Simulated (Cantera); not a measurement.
Charge: 1 mol SiC, 0.039 mol N₂O, 5 mol N₂, 0.037 mol H₂O, at 1027 °C and 1 atm.

Cantera equilibrium calculation (NASA polynomials, part measured and part estimated; ideal gas, pure solids and liquids). Candidate condensed phases: C, C₆H₆, C₇H₈, C₈H₁₈, H₂O, Si, SiC, SiO₂, Si₂N₂O, Si₃N₄; 151 gas species. Mutual solubility and eutectic melting of coexisting phases are not modelled. Equilibrium is a limit: real reactors are often held back by kinetics, nucleation or transport.

Task: What is the equilibrium state?

Result: x(N₂): 0.992
x(H₂): 0.00833
x(HCN): 1.88e-5
x(CO): 1.54e-6
n(C(graphite)): 1.000 mol
n(Si₂N₂O(s)): 0.0760 mol
n(Si₃N₄(s)): 0.283 mol
gas amount: 4.435 mol
log10 activity of Si(s) (absent): -4.20
